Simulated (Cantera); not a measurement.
**Adiabatic ignition**

An adiabatic, constant-pressure homogeneous reactor starts with CH₄ : O₂ : N₂ = 1 : 2.94 : 35.3 (molar parts), equivalence ratio 0.68, at 1800 K and 100000 Pa.

Model: GRI-Mech 3.0 (53 species, 325 reactions), integrated in Cantera.

```csv
t (s),T (K),x CH₄,x O₂,x H,x CO₂,x HCN
1.00e-6,1800,0.0255,0.0749,4.66e-7,3.04e-12,<1e-12
4.44e-6,1800,0.0255,0.0749,5.82e-7,5.57e-10,<1e-12
1.97e-5,1800,0.0254,0.0749,7.31e-7,3.05e-8,<1e-12
8.77e-5,1800,0.0248,0.0747,3.46e-6,3.45e-6,2.09e-11
0.000390,2125,<1e-12,0.0266,0.00574,0.0161,1.28e-12
0.00173,2277,<1e-12,0.0245,0.000766,0.0218,1.00e-12
0.00770,2308,<1e-12,0.0237,0.000268,0.0235,<1e-12
0.0342,2305,<1e-12,0.0231,0.000262,0.0235,<1e-12
0.152,2300,<1e-12,0.0218,0.000255,0.0236,1.30e-12
0.675,2298,<1e-12,0.0215,0.000253,0.0236,1.37e-12
3.00,2298,<1e-12,0.0215,0.000253,0.0236,1.37e-12
```
x: mole fraction; the columns are a selection and need not sum to one.

```json
{
  "time_of_steepest_temperature_rise": "0.223 ms",
  "temperature at 3.00 s": "2298 K",
  "equilibrium_temperature": "2298 K",
  "x(CH₄) at 3.00 s": "<1e-12 (gas-phase equilibrium <1e-12)",
  "x(O₂) at 3.00 s": "0.0215 (gas-phase equilibrium 0.0215)",
  "x(H) at 3.00 s": "0.000253 (gas-phase equilibrium 0.000253)"
}
```
